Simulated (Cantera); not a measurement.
A perfectly stirred reactor is fed with 22.2 % H₂, 16.3 % O₂, 61.3 % N₂, 0.222 % NO, at 520000 Pa; it is adiabatic with a 475 K inlet, and is followed from long to short residence time, starting on the burning branch (τ in s: 0.022, 0.012, 0.0067, 0.0037, 0.0021, 0.0012, 0.00065, 0.00036, 0.0002, 0.00011, 6.3e-05, 3.5e-05, 1.9e-05).

Detailed kinetics in Cantera: GRI-Mech 3.0 (53 species, 325 reactions). The hydrogen kinetics of GRI-Mech 3.0 are dated; newer H2 mechanisms differ, most at raised pressure. The mechanism lacks 2 NO + O2 → 2 NO2 and HONO, so NO2 and the effect of NO are under-described below about 1400 K.

x: mole fraction; the columns are a selection and need not sum to one.

```
τ (s)    T (K)      x H₂    x O₂     x NO  x H₂O     x OH   x N₂
-------  -----  --------  ------  -------  -----  -------  -----
0.022     2125  0.000396  0.0579  0.00274  0.248  0.00294  0.688
0.012     2124  0.000454  0.0579  0.00265  0.247  0.00308  0.688
0.0067    2122         …  0.0579  0.00259  0.247  0.00329  0.688
0.0037    2120  0.000703  0.0579  0.00256  0.247  0.00361  0.688
0.0021    2116  0.000933  0.0578  0.00254  0.246  0.00404  0.688
0.0012    2110   0.00127  0.0578  0.00253  0.245  0.00461  0.688
0.00065   2101   0.00183  0.0578  0.00252  0.244  0.00540  0.687
0.00036   2088   0.00262  0.0578  0.00251  0.243  0.00631  0.687
0.00020   2071   0.00374  0.0579  0.00250  0.241  0.00735  0.686
0.00011   2046   0.00535  0.0581  0.00249  0.238  0.00848  0.684
6.3e-5    2015         …  0.0585  0.00248  0.234        …  0.683
3.5e-5    1972    0.0102  0.0594  0.00248  0.229   0.0105  0.680
1.9e-5    1912    0.0141  0.0608  0.00247  0.222   0.0112  0.677
```

**Question.** Some entries are withheld; supply them.

**Answer.** 
- 0.0067, x H₂: 0.000548
- 6.3e-5, x H₂: 0.00737
- 6.3e-5, x OH: 0.00954
